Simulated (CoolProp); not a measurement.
Oxygen along the isobar 10.5 MPa: density (kg/m³) from the reference equation and from simpler models built on Tc = -118.6 °C, pc = 5.046 MPa, ω = 0.022; each cubic takes its own stable root.

The numbers come from the reference Helmholtz-energy equation of state, Schmidt 1985 in CoolProp. Above 300 K oxygen's equation is extrapolated.

| T (°C) | phase | reference |
|---|---|---|
| -160.05 | liquid | 1053 |
| -131.35 | liquid | 883.6 |
| -102.65 | supercritical | 592.4 |
| -73.85 | supercritical | 299.8 |
| -45.15 | supercritical | 216.8 |
| -16.45 | supercritical | 176.6 |
| 12.35 | supercritical | 151.2 |
| 41.05 | supercritical | 133.3 |
| 69.75 | supercritical | 119.8 |
| 98.55 | supercritical | 109.0 |
| 127.25 | supercritical | 100.3 |
| 155.95 | supercritical | 92.93 |

**Question.** How far does each simpler model (van der Waals, Redlich-Kwong, Soave-Redlich-Kwong, Peng-Robinson) lie from the reference over these 12 states: mean and median of the absolute difference, and the worst?

**Answer.** 
- van der Waals: mean 8.9 %, median 4.4 %, worst -29.0 % at -160.05 °C and 10.5 MPa
- Redlich-Kwong: mean 1.6 %, median 0.8 %, worst -8.6 % at -102.65 °C and 10.5 MPa
- Soave-Redlich-Kwong: mean 2.2 %, median 1.3 %, worst -9.3 % at -102.65 °C and 10.5 MPa
- Peng-Robinson: mean 3.1 %, median 1.8 %, worst +12.2 % at -160.05 °C and 10.5 MPa
